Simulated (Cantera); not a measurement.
Feed: 1 mol Cr, 5.1 mol O2, held at 100 Torr.

Method: chemical equilibrium by Gibbs-energy minimisation in Cantera with the NASA 1993 tables (ideal gas, pure condensed phases). Candidate condensed phases: Cr, Cr2O3; 7 gas species. The numbers say what is thermodynamically allowed, not how fast it happens.

Task: Which condensed phases are stable at each of these points (T (°C)): 950, 1150, 1350, 1550, 1750, 1950, 2150, 2350, 2550?

Result: 
```tsv
T (°C)	condensed phases	Cr condensed (%)
950	Cr2O3(s)	100.0
1150	Cr2O3(s)	100.0
1350	Cr2O3(s)	100.0
1550	Cr2O3(s)	100.0
1750	Cr2O3(s)	99.9
1950	Cr2O3(s)	98.8
2150	Cr2O3(s)	91.8
2350	Cr2O3(l)	53.0
2550	gas only	0.0
```

From 950 °C to 2150 °C the condensed part is Cr2O3(s). At 2350 °C the condensed part is Cr2O3(l). At 2550 °C nothing is condensed.
